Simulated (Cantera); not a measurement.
Source: NASA polynomial tables (part measured, part estimated), evaluated in Cantera. Values are per mole of reaction as written; species without (g) are pure solids or liquids, kept so even where they would boil at 1 bar.

Fe2Cl6(g) ⇌ 2 FeCl3(g)

| T (K) | ΔH° (kJ) | ΔS° (J/K) | ΔG° (kJ) | log10 K |
|---|---|---|---|---|
| 575 | 143.2 | 139.7 | 62.9 | -5.71 |
| 675 | 141.5 | 137.1 | 49.0 | -3.79 |
| 775 | ___ | ___ | ___ | ___ |
| 875 | 138.2 | 132.7 | 22.1 | -1.32 |
| 975 | ___ | ___ | ___ | ___ |
| 1075 | 134.8 | 129.2 | -4.1 | 0.20 |

Q: Fill in the missing entries.

A: 
- 775, ΔH° (kJ): 139.9
- 775, ΔS° (J/K): 134.8
- 775, ΔG° (kJ): 35.4
- 775, log10 K: -2.39
- 975, ΔH° (kJ): 136.5
- 975, ΔS° (J/K): 130.8
- 975, ΔG° (kJ): 8.9
- 975, log10 K: -0.48
